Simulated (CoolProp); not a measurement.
Properties of C3F8 (R218) along the isobar 8.48 MPa.

Computed with CoolProp (reference Helmholtz-energy equation of state, Lemmon 2006). It is a short technical equation, of lower accuracy than the large ones.

```json
[
 {"T (°C)": "70.85", "phase": "liquid", "density (kg/m³)": "1201", "expansivity (1/kK)": "4.416", "viscosity (µPa s)": "126", "Prandtl number": "3.50", "fugacity coefficient": "0.2893"},
 {"T (°C)": "81.55", "phase": "supercritical", "density (kg/m³)": "1143", "expansivity (1/kK)": "4.955", "viscosity (µPa s)": "110", "Prandtl number": "3.26", "fugacity coefficient": "0.3335"},
 {"T (°C)": "92.15", "phase": "supercritical", "density (kg/m³)": "1081", "expansivity (1/kK)": "5.574", "viscosity (µPa s)": "96.1", "Prandtl number": "3.02", "fugacity coefficient": "0.3783"},
 {"T (°C)": "102.85", "phase": "supercritical", "density (kg/m³)": "1015", "expansivity (1/kK)": "6.262", "viscosity (µPa s)": "83.5", "Prandtl number": "2.77", "fugacity coefficient": "0.4235"},
 {"T (°C)": "113.55", "phase": "supercritical", "density (kg/m³)": "945.3", "expansivity (1/kK)": "6.944", "viscosity (µPa s)": "72.5", "Prandtl number": "2.52", "fugacity coefficient": "0.4681"},
 {"T (°C)": "124.15", "phase": "supercritical", "density (kg/m³)": "875.5", "expansivity (1/kK)": "7.494", "viscosity (µPa s)": "63.3", "Prandtl number": "2.26", "fugacity coefficient": "0.5107"},
 {"T (°C)": "134.85", "phase": "supercritical", "density (kg/m³)": "806.6", "expansivity (1/kK)": "7.782", "viscosity (µPa s)": "55.6", "Prandtl number": "2.02", "fugacity coefficient": "0.5517"},
 {"T (°C)": "145.55", "phase": "supercritical", "density (kg/m³)": "742.1", "expansivity (1/kK)": "7.726", "viscosity (µPa s)": "49.6", "Prandtl number": "1.81", "fugacity coefficient": "0.5902"},
 {"T (°C)": "156.15", "phase": "supercritical", "density (kg/m³)": "684.9", "expansivity (1/kK)": "7.379", "viscosity (µPa s)": "45.1", "Prandtl number": "1.63", "fugacity coefficient": "0.6258"},
 {"T (°C)": "166.85", "phase": "supercritical", "density (kg/m³)": "634.6", "expansivity (1/kK)": "6.864", "viscosity (µPa s)": "41.7", "Prandtl number": "1.49", "fugacity coefficient": "0.6589"}
]
```

Viscosity comes from a separate model (Huber 2003), an estimate that may be off by 10 % or more. Thermal conductivity comes from a separate model (Huber 2003), an estimate that may be off by 10 % or more.
